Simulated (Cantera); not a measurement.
Input: 1 mol SiHCl3, 0.6 mol NH3, 25 mol N2, at 1575 K and 0.0100 bar.

Cantera equilibrium calculation (NASA polynomials, part measured and part estimated; ideal gas, pure solids and liquids). Candidate condensed phases: NH4Cl, Si, Si3N4; 28 gas species. The tables' values for SiCl3 are old estimates; treat these amounts as uncertain. Kinetics and transport are ignored.

### Question
What is the equilibrium state?

### Answer
```json
{
 "x(N2)": "0.897",
 "x(HCl)": "0.0499",
 "x(SiCl2)": "0.0262",
 "x(H2)": "0.0249",
 "x(SiCl3)": "0.00130",
 "x(SiCl4)": "0.000170",
 "x(Cl)": "0.000104",
 "x(H)": "6.56e-5",
 "x(SiHCl3)": "1.13e-5",
 "n(Si3N4(s))": "0.0747 mol",
 "gas_amount": "28.03 mol",
 "log10 activity of Si(s) (absent)": "-1.11"
}
```
